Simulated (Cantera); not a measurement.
Charge: 1 mol Fe3O4, 1.5 mol H2, 0.18 mol H2O, at 1673 K and 7.50 Torr.

Cantera equilibrium calculation (NASA polynomials, part measured and part estimated; ideal gas, pure solids and liquids). Candidate condensed phases: Fe, FeO, Fe(OH)2, Fe(OH)3, Fe2O3, Fe3O4, H2O; 12 gas species. The tables' stoichiometric FeO is somewhat more stable than real wüstite, so its field is too wide. FeO: taken at fixed stoichiometry. Equilibrium is a limit: real reactors are often held back by kinetics, nucleation or transport.

Base state: H2O 0.702, H2 0.297, H 0.000621, Fe 8.03e-5, OH 7.06e-5, Fe(OH)2 4.67e-5 (mole fractions); condensed: FeO(l).

**Question.** What changes in the equilibrium state with this change: temperature from 1673 K to 1825 K?

**Answer.** 
```tsv
species	before	after
H2O	0.702	0.701
H2	0.297	0.295
H	0.000621	0.00239
Fe	8.03e-5	0.000802
FeO	1.47e-6	2.40e-5
OH	7.06e-5	0.000397
Fe(OH)2	4.67e-5	0.000116
FeO(l), mol	3.00	3.00
```

**Question.** What changes in the equilibrium state with this change: Fe3O4 replaced by V2O5?

**Answer.** 
```csv
species,before,after
H2O,0.702,0.991
H2,0.297,0.00719
OH,7.06e-5,0.000640
VO2,0,0.000380
Fe,8.03e-5,0
Fe(OH)2,4.67e-5,0
O2,1.27e-7,0.000433
"FeO(l), mol",3.00,0
"V2O3(s), mol",0,0.490
"V2O4(s), mol",0,0.510
```
Mutual solubility and eutectic melting of coexisting phases are not modelled. Condensed phases not in the tables: the oxides between V2O3 and V2O5 other than VO2. Further candidate phases: V, VO, V2O3, V2O4, V2O5.
